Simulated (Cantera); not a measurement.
Input (Python, Cantera):

```python
import numpy as np
import cantera as ct

gas = ct.Solution("gri30.yaml")
gas.TPX = 1273, 1400, {'H2': 0.48, 'O2': 1, 'N2': 0.1}
reactor = ct.IdealGasConstPressureReactor(gas, energy="off", clone=False)
net = ct.ReactorNet([reactor])
net.rtol, net.atol = 1e-08, 1e-18
show = ['H2', 'O2', 'H2O2', 'N2O', 'NO2']
times = np.geomspace(8e-05, 200, 10)

steps = ct.SolutionArray(gas, extra=["t"])
rows = []
print(f"{'t/s':>10s}{'T/K':>9s}{'P/Pa':>11s}" + "".join(f"{s:>11s}" for s in show))
for t in times:
    while net.time < t:
        t_next = net.step()
        steps.append(gas.state, t=t_next)
    rows.append([np.interp(t, steps.t, y) for y in (steps.T, steps.P, *steps(*show).X.T)])
    print(f"{t:10.3e}{rows[-1][0]:9.1f}{rows[-1][1]:11.4g}" + "".join(f"{x:11.3e}" for x in rows[-1][2:]))
rate = np.gradient(steps.T, steps.t)
print("integrator steps:", len(steps.t))
if steps.T.max() > steps.T[0] + 200:
    print(f"time of steepest temperature rise: {steps.t[rate.argmax()]:.4e} s")
gas.TPX = 1273, 1400, {'H2': 0.48, 'O2': 1, 'N2': 0.1}
gas.equilibrate("TP")
print(f"equilibrium (TP): T = {gas.T:.1f} K  " + "  ".join(f"{s} {gas[s].X[0]:.3e}" for s in show))
```

It prints:

```
       t/s      T/K       P/Pa         H2         O2       H2O2        N2O        NO2
 8.000e-05   1273.0       1400  3.038e-01  6.329e-01  1.023e-10  1.309e-16  4.198e-26
 4.111e-04   1273.0       1400  3.036e-01  6.328e-01  3.009e-09  2.278e-14  4.786e-21
 2.113e-03   1273.0       1400  1.966e-02  4.831e-01  3.657e-07  4.000e-10  2.144e-12
 1.086e-02   1273.0       1400  1.127e-02  5.284e-01  5.453e-07  6.807e-10  1.783e-11
 5.580e-02   1273.0       1400  6.758e-04  5.644e-01  3.020e-07  1.919e-09  2.632e-10
 2.867e-01   1273.0       1400  2.569e-05  5.669e-01  5.154e-08  2.798e-09  1.041e-09
 1.474e+00   1273.0       1400  2.459e-06  5.671e-01  9.741e-09  2.982e-09  9.567e-10
 7.573e+00   1273.0       1400  4.042e-07  5.671e-01  2.275e-09  2.434e-09  1.686e-09
 3.892e+01   1273.0       1400  2.159e-07  5.671e-01  1.420e-09  8.456e-10  2.711e-09
 2.000e+02   1273.0       1400  2.153e-07  5.671e-01  1.417e-09  4.095e-10  2.717e-09
integrator steps: 2135
equilibrium (TP): T = 1273.0 K  H2 2.153e-07  O2 5.671e-01  H2O2 1.417e-09  N2O 4.112e-10  NO2 3.955e-07
```

Detailed kinetics in Cantera: GRI-Mech 3.0 (53 species, 325 reactions). Radical loss at walls, strong at low pressure, is not modelled. The temperature is held fixed by assumption; the heat of reaction is taken as removed at once.
